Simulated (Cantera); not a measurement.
Input (Python, Cantera):

```python
import numpy as np
import cantera as ct

gas = ct.Solution("gri30.yaml")
gas.TPX = 1650, 101325, {'CH4': 1, 'O2': 1.25, 'N2': 4.7}
reactor = ct.IdealGasReactor(gas, energy="on", clone=False)
net = ct.ReactorNet([reactor])
net.rtol, net.atol = 1e-08, 1e-16
show = ['CH4', 'O2', 'C2H6', 'O', 'CH2O', 'OH']
times = np.geomspace(3e-06, 0.1, 16)

steps = ct.SolutionArray(gas, extra=["t"])
rows = []
print(f"{'t/s':>10s}{'T/K':>9s}{'P/Pa':>11s}" + "".join(f"{s:>11s}" for s in show))
for t in times:
    while net.time < t:
        t_next = net.step()
        steps.append(gas.state, t=t_next)
    rows.append([np.interp(t, steps.t, y) for y in (steps.T, steps.P, *steps(*show).X.T)])
    print(f"{t:10.3e}{rows[-1][0]:9.1f}{rows[-1][1]:11.4g}" + "".join(f"{x:11.3e}" for x in rows[-1][2:]))
rate = np.gradient(steps.T, steps.t)
print("integrator steps:", len(steps.t))
if steps.T.max() > steps.T[0] + 200:
    print(f"time of steepest temperature rise: {steps.t[rate.argmax()]:.4e} s")
gas.TPX = 1650, 101325, {'CH4': 1, 'O2': 1.25, 'N2': 4.7}
gas.equilibrate("UV")
print(f"equilibrium (UV): T = {gas.T:.1f} K  " + "  ".join(f"{s} {gas[s].X[0]:.3e}" for s in show))
```

Result:

```
       t/s      T/K       P/Pa        CH4         O2       C2H6          O       CH2O         OH
 3.000e-06   1650.0  1.013e+05  1.439e-01  1.799e-01  4.554e-10  4.050e-08  1.043e-07  8.253e-08
 6.007e-06   1649.9  1.013e+05  1.439e-01  1.799e-01  4.113e-09  4.870e-08  4.619e-07  1.126e-07
 1.203e-05   1649.9  1.013e+05  1.438e-01  1.798e-01  3.773e-08  6.724e-08  2.082e-06  1.797e-07
 2.408e-05   1649.7  1.013e+05  1.438e-01  1.798e-01  3.712e-07  1.127e-07  9.879e-06  3.329e-07
 4.822e-05   1649.6  1.013e+05  1.436e-01  1.798e-01  4.059e-06  2.341e-07  4.954e-05  7.001e-07
 9.655e-05   1650.3  1.014e+05  1.430e-01  1.794e-01  4.671e-05  5.884e-07  2.500e-04  1.750e-06
 1.933e-04   1661.3  1.021e+05  1.392e-01  1.773e-01  4.686e-04  2.064e-06  1.293e-03  7.285e-06
 3.871e-04   2954.5  2.066e+05  1.334e-12  1.942e-03  1.097e-24  2.972e-03  7.539e-09  1.490e-02
 7.750e-04   2946.0   2.06e+05  1.423e-12  1.774e-03  1.226e-24  2.766e-03  7.635e-09  1.428e-02
 1.552e-03   2943.9  2.059e+05  1.445e-12  1.735e-03  1.259e-24  2.717e-03  7.658e-09  1.413e-02
 3.107e-03   2943.8  2.059e+05  1.446e-12  1.734e-03  1.259e-24  2.716e-03  7.659e-09  1.413e-02
 6.222e-03   2943.8  2.059e+05  1.446e-12  1.734e-03  1.259e-24  2.716e-03  7.659e-09  1.413e-02
 1.246e-02   2943.8  2.059e+05  1.446e-12  1.734e-03  1.259e-24  2.716e-03  7.659e-09  1.413e-02
 2.494e-02   2943.8  2.059e+05  1.446e-12  1.734e-03  1.259e-24  2.716e-03  7.659e-09  1.413e-02
 4.994e-02   2943.8  2.059e+05  1.446e-12  1.734e-03  1.259e-24  2.716e-03  7.659e-09  1.413e-02
 1.000e-01   2943.8  2.059e+05  1.446e-12  1.734e-03  1.259e-24  2.716e-03  7.659e-09  1.413e-02
integrator steps: 1717
time of steepest temperature rise: 3.3003e-04 s
equilibrium (UV): T = 2943.8 K  CH4 1.704e-12  O2 1.734e-03  C2H6 1.708e-24  O 2.716e-03  CH2O 7.659e-09  OH 1.413e-02
```

Detailed kinetics in Cantera: GRI-Mech 3.0 (53 species, 325 reactions).
